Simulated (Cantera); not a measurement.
An adiabatic, constant-pressure homogeneous reactor starts with CO : H2 : CH4 : O2 : N2 : CO2 = 1 : 0.034 : 0.28 : 0.979 : 3.68 : 0.78 (molar parts), equivalence ratio 1.1, at 1575 K and 1.00 bar. Integrator tolerance rtol = 1e-08.

Computed with Cantera and GRI-Mech 3.0 (53 species, 325 reactions).

### Question
What does this change do: pressure from 1.00 bar to 3.20 bar?

### Answer
| quantity | before | after |
|---|---|---|
| time of steepest temperature rise | 0.360 ms | 0.150 ms |
| temperature at 1.00 s | 2632 K | 2710 K |
| equilibrium temperature | 2632 K | 2710 K |
| x(CO) at 1.00 s | 0.0950 (gas-phase equilibrium 0.0950) | 0.0868 (gas-phase equilibrium 0.0868) |
| x(H2) at 1.00 s | 0.00519 (gas-phase equilibrium 0.00519) | 0.00452 (gas-phase equilibrium 0.00452) |
| x(CH4) at 1.00 s | <1e-12 (gas-phase equilibrium <1e-12) | <1e-12 (gas-phase equilibrium <1e-12) |
| x(H2O) at 1.00 s | 0.0774 (gas-phase equilibrium 0.0774) | 0.0796 (gas-phase equilibrium 0.0796) |
| x(NO) at 1.00 s | 0.00859 (gas-phase equilibrium 0.00859) | 0.00895 (gas-phase equilibrium 0.00895) |

### Question
What does this change do: 0.0091 parts C2H6 added?

### Answer
```
quantity                                                            before                                    after
---------------------------------  ---------------------------------------  ---------------------------------------
time of steepest temperature rise                                 0.360 ms                                 0.206 ms
temperature at 1.00 s                                               2632 K                                   2636 K
equilibrium temperature                                             2632 K                                   2636 K
x(CO) at 1.00 s                      0.0950 (gas-phase equilibrium 0.0950)    0.0995 (gas-phase equilibrium 0.0995)
x(H2) at 1.00 s                    0.00519 (gas-phase equilibrium 0.00519)  0.00572 (gas-phase equilibrium 0.00572)
x(CH4) at 1.00 s                     <1e-12 (gas-phase equilibrium <1e-12)    <1e-12 (gas-phase equilibrium <1e-12)
x(H2O) at 1.00 s                     0.0774 (gas-phase equilibrium 0.0774)    0.0803 (gas-phase equilibrium 0.0803)
x(NO) at 1.00 s                    0.00859 (gas-phase equilibrium 0.00859)  0.00830 (gas-phase equilibrium 0.00830)
```
